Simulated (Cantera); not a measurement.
Cantera run:

```python
import numpy as np
import cantera as ct

gas_names = """
    F FO FO2 F2 F2O H HF HOF HO2 H2 H2F2 H2O H2O2 H3F3 H4F4 H5F5 H6F6 H7F7 Mg MgF MgF2 MgH MgO MgOH
    MgO2H2 Mg2 Mg2F4 O OH O2 O3
""".split()
cond_names = """
    H2O(s) H2O(L) Mg(cr) Mg(L) MgF2(s) MgF2(L) MgO(s) MgO(L) MgO2H2(s)
""".split()


def load(file, names, dense=False):
    # The tables refer to 1 bar. Condensed volumes are neglected.
    table = {s.name: s for s in ct.Species.list_from_file(file)}
    out = []
    for n in names:
        d = dict(table[n].input_data)
        d["thermo"] = dict(d["thermo"], **{"reference-pressure": 1e5})
        if dense:
            d["equation-of-state"] = {"model": "constant-volume", "density": "1e6 g/cm^3"}
        out.append(ct.Species.from_dict(d))
    return out


gas = ct.Solution(thermo="ideal-gas", species=load("nasa_gas.yaml", gas_names))
cond = {s.name: ct.Solution(thermo="fixed-stoichiometry", species=[s], name=s.name)
        for s in load("nasa_condensed.yaml", cond_names, dense=True)}
atoms = {
    'MgO': {'Mg': 1, 'O': 1},
    'HF': {'H': 1, 'F': 1},
    'O2': {'O': 2},
}
top_T = {}  # K; cautious upper limits of use, not melting points


def equilibrate(T, P, feed):
    n = {}
    for name, mol in feed.items():
        for a, k in atoms[name].items():
            n[a] = n.get(a, 0.0) + k * mol
    gas.TPX = T, P, n
    mass = sum(n.values()) * gas.mean_molecular_weight
    gas.equilibrate("TP")
    valid = [c for c in cond.values() if c.min_temp <= T <= top_T.get(c.name, c.max_temp)]
    mix = ct.Mixture([(gas, mass / gas.mean_molecular_weight)] + [(c, 0.0) for c in valid])
    mix.T, mix.P = T, P
    mix.equilibrate("TP", solver="vcs", rtol=1e-11, max_steps=5000)
    return mix


results = []
feed = {'MgO': 1, 'HF': 49, 'O2': 11}  # mol
T = 1723.15  # K
P = 31000  # Pa
mix = equilibrate(T, P, feed)
results.append((T, P, feed, dict(zip(mix.species_names, mix.species_moles))))
print(gas.report(threshold=0.0001))
for i in range(1, mix.n_phases):
    print(f"{mix.phase(i).name:16s} {mix.phase_moles(i):12.5e} mol")
```

Output:

```
       temperature   1723.2 K
          pressure   31000 Pa
           density   0.048474 kg/m^3
  mean mol. weight   22.403 kg/kmol
   phase of matter   gas

                          1 kg             1 kmol
                     ---------------   ---------------
          enthalpy       -7.9747e+06       -1.7866e+08  J
   internal energy       -8.6142e+06       -1.9298e+08  J
           entropy             11118        2.4907e+05  J/K
    Gibbs function       -2.7132e+07       -6.0783e+08  J
 heat capacity c_p            1527.5             34221  J/K
 heat capacity c_v            1156.4             25907  J/K

                      mass frac. Y      mole frac. X     chem. pot. / RT
                     ---------------   ---------------   ---------------
                HF           0.70784           0.79262           -44.622
               H2O          0.013478          0.016761           -48.975
              MgF2          0.013596         0.0048889           -94.048
                OH        0.00017139        0.00022577           -32.263
                O2           0.26485           0.18543           -31.101
     [  +26 minor]        6.9132e-05        7.2884e-05

Mg(L)             0.00000e+00 mol
MgF2(L)           7.09785e-01 mol
MgO(s)            0.00000e+00 mol
```

Method: chemical equilibrium by Gibbs-energy minimisation in Cantera with the NASA 1993 tables (ideal gas, pure condensed phases).
